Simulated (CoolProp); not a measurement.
Isobutene at 293.15 K and 18.9 MPa is throttled through a valve to 8.54 MPa with no heat exchange. Each further row changes one setting.

Values from CoolProp's reference Helmholtz-energy equation of state, Lemmon 2005. It is a short technical equation, of lower accuracy than the large ones.

```json
[
 {"case": "as stated", "temperature change (K)": "+3.7", "final density (kg/m³)": "…"},
 {"case": "outlet pressure 2.56 MPa", "temperature change (K)": "…", "final density (kg/m³)": "…"},
 {"case": "outlet pressure 11.1 MPa", "temperature change (K)": "+2.8", "final density (kg/m³)": "608"}
]
```

Q: Fill in the missing entries.

A: 
- as stated, final density (kg/m³): 604
- outlet pressure 2.56 MPa, temperature change (K): +5.5
- outlet pressure 2.56 MPa, final density (kg/m³): 592
